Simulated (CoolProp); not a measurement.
20 sccm (0 °C, 1 atm) of nitrogen bubbles through liquid n-perfluorohexane at 281.3 K and leaves saturated at a total pressure of 0.15 MPa (ideal gas phase). Each further row changes one setting.

Model: reference Helmholtz-energy equation of state, Gao 2022, in CoolProp.

| case | vapour pressure (kPa) | mole fraction of vapour | delivery (mg/min) | delivery (sccm) | change of delivery for a bath 1 K warmer (%) |
|---|---|---|---|---|---|
| as stated | 13.3 | 0.0886 | 29.3 | 1.94 | 5.7 |
| bath temperature 286.3 K | 17.0 | 0.114 | 38.6 | 2.56 | 5.6 |
| total pressure 0.3 MPa | 13.3 | 0.0443 | 14.0 | 0.927 | 5.4 |
